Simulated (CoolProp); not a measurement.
n-nonane along the isotherm 326.85 °C: fugacity coefficient from the reference equation and from simpler models built on Tc = 321.4 °C, pc = 2282 kPa, ω = 0.443; each cubic takes its own stable root.

Model: reference Helmholtz-energy equation of state, Lemmon 2006, in CoolProp. It is a short technical equation, of lower accuracy than the large ones.

```json
[
 {"p (kPa)": "18", "phase": "gas", "reference": "0.9973"},
 {"p (kPa)": "37", "phase": "gas", "reference": "0.9945"},
 {"p (kPa)": "76.1", "phase": "gas", "reference": "0.9888"},
 {"p (kPa)": "156", "phase": "gas", "reference": "0.9770"},
 {"p (kPa)": "321", "phase": "gas", "reference": "0.9528"},
 {"p (kPa)": "659", "phase": "gas", "reference": "0.9036"},
 {"p (kPa)": "1350", "phase": "gas", "reference": "0.8038"},
 {"p (kPa)": "2780", "phase": "supercritical", "reference": "0.5764"},
 {"p (kPa)": "5700", "phase": "supercritical", "reference": "0.3397"}
]
```

Question: How far does each simpler model (van der Waals, Redlich-Kwong, Soave-Redlich-Kwong, Peng-Robinson) lie from the reference over these 9 states: mean and median of the absolute difference, and the worst?

Answer: 
- van der Waals: mean 3.5 %, median 0.7 %, worst +18.2 % at 326.85 °C and 5700 kPa
- Redlich-Kwong: mean 1.3 %, median 0.1 %, worst +7.7 % at 326.85 °C and 5700 kPa
- Soave-Redlich-Kwong: mean 1.6 %, median 0.1 %, worst +9.0 % at 326.85 °C and 5700 kPa
- Peng-Robinson: mean 0.6 %, median 0.4 %, worst +2.3 % at 326.85 °C and 5700 kPa
